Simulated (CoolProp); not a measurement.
A simple Rankine cycle with R141b: condensing at 309.15 K, boiler at 1.8 MPa, turbine inlet 438.3 K, turbine efficiency 0.9, pump efficiency 0.7, no recuperator. Each further row changes one setting.

The numbers come from the reference Helmholtz-energy equation of state, Lemmon 2006 in CoolProp. It is a short technical equation, of lower accuracy than the large ones.

```tsv
case	thermal efficiency (%)	net work (kJ/kg)	heat in (kJ/kg)	turbine exit temperature (K)	volume ratio over the turbine
as stated	18.9	58.4	308	344.2	15.4
turbine inlet 458.3 K	19.0	63.0	331	365.3	14.9
condensing temperature 301.15 K	20.2	64.2	318	336.5	20.1
boiler pressure 1.26 MPa	17.1	54.4	318	360.4	10.2
turbine efficiency 0.8	16.8	51.7	308	352.1	15.8
```
